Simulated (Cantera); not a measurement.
A perfectly stirred reactor is fed with H2 : O2 : N2 : H2O = 1 : 1.11 : 4.18 : 0.47 (molar parts), at 5.00 bar; it is adiabatic with a 800 K inlet, and is followed from long to short residence time, starting on the burning branch (τ in s: 0.13, 0.072, 0.039, 0.021, 0.011, 0.0061, 0.0033, 0.0018, 0.00096, 0.00052, 0.00028, 0.00015, 8.1e-05).

Detailed kinetics in Cantera: GRI-Mech 3.0 (53 species, 325 reactions). The hydrogen kinetics of GRI-Mech 3.0 are dated; newer H2 mechanisms differ, most at raised pressure.

One state of this run: T (K) = 1863; x H2 = 0.000101; x O2 = 0.0971; x H2O2 = 2.66e-7; x O = 5.64e-5; x NO = 1.23e-5; x H2O = 0.234. x: mole fraction; the columns are a selection and need not sum to one.

Which value of τ (s) does it belong to?
(A) 0.0018
(B) 0.021
(C) 0.039
(D) 8.1e-5

B, 0.021
